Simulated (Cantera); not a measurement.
**Adiabatic ignition**

An adiabatic, constant-volume homogeneous reactor starts with 5.27 % CH4, 19.9 % O2, 74.9 % N2, equivalence ratio 0.53, at 1575 K and 5.00 bar.

Detailed kinetics in Cantera: GRI-Mech 3.0 (53 species, 325 reactions).

```
t (s)     T (K)  P (bar)   x CH4    x O2    x C2H2     x CO      x NO
--------  -----  -------  ------  ------  --------  -------  --------
9.00e-6    1575     5.00  0.0527   0.199  1.39e-12  2.65e-8    <1e-12
2.37e-5    1575     5.00  0.0526   0.199  1.61e-10  9.39e-7    <1e-12
6.24e-5    1579     5.01  0.0517   0.198   4.51e-8  7.07e-5  6.01e-12
0.000164   2753     8.84  <1e-12  0.0905    <1e-12  0.00642   0.00111
0.000433   2741     8.79  <1e-12  0.0871    <1e-12  0.00622   0.00821
0.00114    2726     8.74  <1e-12  0.0832    <1e-12  0.00600    0.0165
0.00300    2720     8.72  <1e-12  0.0817    <1e-12  0.00592    0.0196
0.00790    2720     8.72  <1e-12  0.0816    <1e-12  0.00591    0.0198
0.0208     2720     8.72  <1e-12  0.0816    <1e-12  0.00591    0.0198
0.0548     2720     8.72  <1e-12  0.0816    <1e-12  0.00591    0.0198
0.144      2720     8.72  <1e-12  0.0816    <1e-12  0.00591    0.0198
0.380      2720     8.72  <1e-12  0.0816    <1e-12  0.00591    0.0198
1.00       2720     8.72  <1e-12  0.0816    <1e-12  0.00591    0.0198
```
x: mole fraction; the columns are a selection and need not sum to one.

```json
{
 "time_of_steepest_temperature_rise": "0.130 ms",
 "temperature at 1.00 s": "2720 K",
 "equilibrium_temperature": "2720 K",
 "x(CH4) at 1.00 s": "<1e-12 (gas-phase equilibrium <1e-12)",
 "x(O2) at 1.00 s": "0.0816 (gas-phase equilibrium 0.0816)",
 "x(C2H2) at 1.00 s": "<1e-12 (gas-phase equilibrium <1e-12)"
}
```
